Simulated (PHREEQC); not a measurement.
A solution holds 1 mmol/kgw NH3 and 0.01 mmol/kgw CO2, at 25 °C. Closed to the air; pH follows from the charge balance.

Equilibrium calculation in PHREEQC: ion-association model, phreeqc.dat.

| quantity | before | after |
|---|---|---|
| pH | 10.06 | 8.84 |
| ionic strength (mol/kgw) | 0.000136 | 7.17e-6 |
| HCO3- (mol/kgw) | 6.38e-6 | 9.65e-8 |
| CO3-2 (mol/kgw) | 3.62e-6 | 3.18e-9 |
| CO2 (mol/kgw) | 1.22e-9 | 3.11e-10 |

Task: Name the change that produced these shifts.
A. diluted 100-fold with water
B. CO2 from 1e-05 to 0.0001 mol/kgw
C. 1.1e-05 mol/kgw Ca(OH)2 added
D. temperature from 25 to 55 °C
E. diluted 5-fold with water

Result: A, diluted 100-fold with water

Precipitation was switched off in this run.
